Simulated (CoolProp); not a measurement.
Aqueous sodium chloride as a coolant, 13 % by mass, freezing at -9.0 °C, 1 atm.

Values from CoolProp's Melinder's fits for secondary coolants.

```csv
T (°C),cp (kJ/(kg K)),density (kg/m³),conductivity (W/(m K)),Prandtl number
-4.2,3.572,1102,0.547,16.6
0.2,3.582,1100,0.554,14.2
4.5,3.591,1099,0.561,12.4
8.9,3.599,1097,0.568,10.8
13.3,3.607,1096,0.575,9.45
17.7,3.614,1094,0.582,8.36
22.1,3.620,1092,0.589,7.46
26.4,3.625,1090,0.596,6.72
30.8,3.630,1089,0.603,6.08
35.2,3.634,1087,0.610,5.55
```
